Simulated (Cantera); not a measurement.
**Stirred combustor or abatement burner**

A perfectly stirred reactor is fed with C₃H₈ : O₂ : N₂ : H₂O = 1 : 7.81 : 43.8 : 12 (molar parts), equivalence ratio 0.64, at 1.01 bar; it is adiabatic with a 350 K inlet, and is followed from long to short residence time, starting on the burning branch (τ in s: 0.12, 0.042, 0.015, 0.005, 0.0017, 0.0006, 0.00021, 7.3e-05, 2.5e-05).

Cantera simulation using GRI-Mech 3.0 (53 species, 325 reactions); the numbers are that mechanism's predictions, not measurements. GRI-Mech 3.0 was tuned for natural gas; its chemistry of propane as a main component is partial and can be far from experiment.

| τ (s) | T (K) | x C₃H₈ | x O₂ | x H₂O | x H₂ | x N₂O | x CO₂ |
|---|---|---|---|---|---|---|---|
| 0.12 | 1244 | 1.60e-5 | 0.0439 | 0.243 | 0.000141 | 3.36e-7 | 0.0441 |
| 0.042 | 350 | 0.0155 | 0.121 | 0.186 | <1e-12 | <1e-12 | <1e-12 |
| 0.015 | 350 | 0.0155 | 0.121 | 0.186 | <1e-12 | <1e-12 | <1e-12 |
| 0.0050 | 350 | 0.0155 | 0.121 | 0.186 | <1e-12 | <1e-12 | <1e-12 |
| 0.0017 | 350 | 0.0155 | 0.121 | 0.186 | <1e-12 | <1e-12 | <1e-12 |
| 0.00060 | 350 | 0.0155 | 0.121 | 0.186 | <1e-12 | <1e-12 | <1e-12 |
| 0.00021 | 350 | 0.0155 | 0.121 | 0.186 | <1e-12 | <1e-12 | <1e-12 |
| 7.3e-5 | 350 | 0.0155 | 0.121 | 0.186 | <1e-12 | <1e-12 | <1e-12 |
| 2.5e-5 | 350 | 0.0155 | 0.121 | 0.186 | <1e-12 | <1e-12 | <1e-12 |
x: mole fraction; the columns are a selection and need not sum to one.
